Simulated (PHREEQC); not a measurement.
Consider water at 25 °C with 0.004 mol PbCl2 per kg of water. Closed to the air; pH follows from the charge balance.

Equilibrium calculation in PHREEQC: ion-association model, phreeqc.dat.

This is a speciation only: nothing precipitates in the calculation.

Predict the pH.

pH 5.16.

In which forms is Cl present?

Cl- 92 %, PbCl+ 8.0 % of the Cl.
